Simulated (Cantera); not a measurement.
A Cantera script and what it prints.

```python
import numpy as np
import cantera as ct

gas_names = """
    N NO NO2 NO3 N2 N2O O O2 O3 Zr ZrN ZrO ZrO2
""".split()
cond_names = """
    Zr(a) Zr(b) Zr(L) ZrN(s) ZrN(L) ZrO2(a) ZrO2(b) ZrO2(L)
""".split()


# ... load() reads the species with a 1 bar reference pressure and builds the phases ...
atoms = {
    'Zr': {'Zr': 1},
    'N2O': {'N': 2, 'O': 1},
}
top_T = {}  # K; cautious upper limits of use, not melting points


# ... equilibrate(T, P, feed) seeds the gas with the atoms and calls Mixture.equilibrate('TP', solver="vcs", rtol=1e-11, max_steps=5000) ...
results = []
feed = {'Zr': 1, 'N2O': 19}  # mol
P = 0.1  # Pa
for T in [1225, 1275, 1325, 1375, 1425, 1475, 1525, 1575, 1625, 1675, 1725, 1775, 1825, 1875]:
    mix = equilibrate(T, P, feed)
    results.append((T, P, feed, dict(zip(mix.species_names, mix.species_moles))))
    x = sorted(zip(gas.X, gas.species_names), reverse=True)
    print(f"T = {T:g} K  P = {P:g} Pa  gas = {mix.phase_moles(0):.4g} mol")
    print("   x: " + "  ".join(f"{s} {v:.3e}" for v, s in x if v > 0.001))
    print("   condensed (mol): " + ("  ".join(f"{mix.phase(i).name} {mix.phase_moles(i):.4g}"
          for i in range(1, mix.n_phases) if mix.phase_moles(i) > 1e-12) or "none"))
```

Result:

```
T = 1225 K  P = 0.1 Pa  gas = 27.5 mol
   x: N2 6.908e-01  O2 3.089e-01
   condensed (mol): ZrO2(a) 1
T = 1275 K  P = 0.1 Pa  gas = 27.5 mol
   x: N2 6.907e-01  O2 3.089e-01
   condensed (mol): ZrO2(a) 1
T = 1325 K  P = 0.1 Pa  gas = 27.5 mol
   x: N2 6.906e-01  O2 3.087e-01
   condensed (mol): ZrO2(a) 1
T = 1375 K  P = 0.1 Pa  gas = 27.5 mol
   x: N2 6.904e-01  O2 3.085e-01
   condensed (mol): ZrO2(a) 1
T = 1425 K  P = 0.1 Pa  gas = 27.51 mol
   x: N2 6.902e-01  O2 3.081e-01
   condensed (mol): ZrO2(a) 1
T = 1475 K  P = 0.1 Pa  gas = 27.52 mol
   x: N2 6.897e-01  O2 3.074e-01  O 1.592e-03  NO 1.223e-03
   condensed (mol): ZrO2(a) 1
T = 1525 K  P = 0.1 Pa  gas = 27.54 mol
   x: N2 6.890e-01  O2 3.063e-01  O 3.134e-03  NO 1.558e-03
   condensed (mol): ZrO2(b) 1
T = 1575 K  P = 0.1 Pa  gas = 27.58 mol
   x: N2 6.879e-01  O2 3.042e-01  O 5.905e-03  NO 1.952e-03
   condensed (mol): ZrO2(b) 1
T = 1625 K  P = 0.1 Pa  gas = 27.65 mol
   x: N2 6.860e-01  O2 3.009e-01  O 1.068e-02  NO 2.403e-03
   condensed (mol): ZrO2(b) 1
T = 1675 K  P = 0.1 Pa  gas = 27.76 mol
   x: N2 6.830e-01  O2 2.955e-01  O 1.857e-02  NO 2.908e-03
   condensed (mol): ZrO2(b) 1
T = 1725 K  P = 0.1 Pa  gas = 27.93 mol
   x: N2 6.784e-01  O2 2.870e-01  O 3.109e-02  NO 3.456e-03
   condensed (mol): ZrO2(b) 1
T = 1775 K  P = 0.1 Pa  gas = 28.21 mol
   x: N2 6.716e-01  O2 2.743e-01  O 5.013e-02  NO 4.023e-03
   condensed (mol): ZrO2(b) 1
T = 1825 K  P = 0.1 Pa  gas = 28.61 mol
   x: N2 6.618e-01  O2 2.559e-01  O 7.774e-02  NO 4.572e-03
   condensed (mol): ZrO2(b) 1
T = 1875 K  P = 0.1 Pa  gas = 29.19 mol
   x: N2 6.485e-01  O2 2.309e-01  O 1.156e-01  NO 5.049e-03
   condensed (mol): ZrO2(b) 1
```

Method: chemical equilibrium by Gibbs-energy minimisation in Cantera with the NASA 1993 tables (ideal gas, pure condensed phases).
